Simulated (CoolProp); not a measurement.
CHF3 (R23) along the isobar 27900 kPa: Z from the reference equation and from simpler models built on Tc = 26.1 °C, pc = 4832 kPa, ω = 0.263; each cubic takes its own stable root.

Values from CoolProp's reference Helmholtz-energy equation of state, Penoncello 2003.

| T (°C) | phase | reference | Redlich-Kwong | Soave-Redlich-Kwong |
|---|---|---|---|---|
| -73.65 | liquid | 0.7966 | 0.9398 | 0.9208 |
| -60.25 | liquid | 0.7686 | 0.9041 | 0.8854 |
| -46.85 | liquid | 0.7456 | 0.8746 | 0.8567 |
| -33.45 | liquid | 0.7269 | 0.8505 | 0.8340 |
| -20.05 | liquid | 0.7123 | 0.8312 | 0.8168 |
| -6.65 | liquid | 0.7015 | 0.8160 | 0.8045 |
| 6.75 | liquid | 0.6943 | 0.8047 | 0.7971 |
| 20.15 | liquid | 0.6907 | 0.7969 | 0.7942 |
| 33.55 | supercritical | 0.6906 | 0.7922 | 0.7958 |
| 46.95 | supercritical | 0.6940 | 0.7906 | 0.8017 |
| 60.45 | supercritical | 0.7011 | 0.7918 | 0.8118 |
| 73.85 | supercritical | 0.7116 | 0.7955 | 0.8255 |
| 87.25 | supercritical | 0.7254 | 0.8015 | 0.8423 |
| 100.65 | supercritical | 0.7423 | 0.8094 | 0.8616 |
| 114.05 | supercritical | 0.7617 | 0.8191 | 0.8825 |
| 127.45 | supercritical | 0.7830 | 0.8300 | 0.9042 |
